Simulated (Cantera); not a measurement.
Cantera run, input and output.

```python
import numpy as np
import cantera as ct

gas = ct.Solution("gri30.yaml")


def delay(T, t_max=10):
    gas.TPX = T, 500000, {'C3H8': 1, 'O2': 4.55, 'N2': 17.1}
    reactor = ct.IdealGasConstPressureReactor(gas, clone=False)
    net = ct.ReactorNet([reactor])
    net.rtol, net.atol = 1e-8, 1e-16
    while net.time < t_max:
        t_old, T_old = net.time, reactor.T
        net.step()
        if reactor.T > T + 400:  # ignition: a rise of 400 K
            return t_old + (T + 400 - T_old) / (reactor.T - T_old) * (net.time - t_old)
    return np.nan


taus = []
for T in [1225, 1325, 1425, 1525, 1625, 1725]:
    taus.append(delay(T))
    print(f"T0 = {T:6g} K   tau = {taus[-1]:.4e} s")
```

Result:

```
T0 =   1225 K   tau = 1.6824e-03 s
T0 =   1325 K   tau = 2.9833e-04 s
T0 =   1425 K   tau = 7.1723e-05 s
T0 =   1525 K   tau = 2.3421e-05 s
T0 =   1625 K   tau = 9.9384e-06 s
T0 =   1725 K   tau = 5.1779e-06 s
```

Cantera simulation using GRI-Mech 3.0 (53 species, 325 reactions); the numbers are that mechanism's predictions, not measurements. GRI-Mech 3.0 was tuned for natural gas; its chemistry of propane as a main component is partial and can be far from experiment.
